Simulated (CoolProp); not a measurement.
Model: reference Helmholtz-energy equation of state, Lemmon 2006, in CoolProp. It is a short technical equation, of lower accuracy than the large ones.

Problem. For carbonyl sulfide, give the phase and the cp (kJ/(kg K)), cv (kJ/(kg K)), speed of sound (m/s), isothermal compressibility (1/MPa) at 458.6 K and 246 bar; 494.5 K and 246 bar.

Solution. 
- 458.6 K and 246 bar: supercritical; cp 1.50, cv 0.746, speed of sound 388, isothermal compressibility 0.0208
- 494.5 K and 246 bar: supercritical; cp 1.46, cv 0.751, speed of sound 347, isothermal compressibility 0.0300
